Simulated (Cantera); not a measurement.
An isothermal, constant-pressure homogeneous reactor starts with H₂ : O₂ : N₂ = 1.4 : 1 : 1.2 (molar parts), equivalence ratio 0.70, at 850 K and 0.133 bar.

Model: the H2/O2 subset of GRI-Mech 3.0, which has no nitrogen chemistry, integrated in Cantera. Radical loss at walls, strong at low pressure, is not modelled. Below about 950 K walls govern HO2 and H2O2 in real vessels. The temperature is held fixed by assumption; the heat of reaction is taken as removed at once.

### Question
Predict: x(H₂) at 6.00 s; x(O₂) at 6.00 s; x(H₂O) at 6.00 s; x(OH) at 6.00 s; x(O) at 6.00 s.

### Answer
```
Quantity                                            Value
----------------  ---------------------------------------
x(H₂) at 6.00 s    0.128 (gas-phase equilibrium 1.90e-12)
x(O₂) at 6.00 s       0.160 (gas-phase equilibrium 0.103)
x(H₂O) at 6.00 s      0.324 (gas-phase equilibrium 0.483)
x(OH) at 6.00 s   1.83e-8 (gas-phase equilibrium 1.12e-8)
x(O) at 6.00 s     2.84e-8 (gas-phase equilibrium <1e-12)
```
